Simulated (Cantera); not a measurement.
Input: 1 mol B2O3, 0.36 mol N2, equilibrated at 1.28 Torr.

Cantera equilibrium calculation (NASA polynomials, part measured and part estimated; ideal gas, pure solids and liquids). Candidate condensed phases: B, BN, B2O3; 17 gas species. Rates play no part.

Q: At 1825 K, list the 4 most abundant gas species with their mole fractions, and the condensed phases.

A: B2O3 0.731, N2 0.264, BO2 0.00249, BO 0.00182. Condensed: gas only.
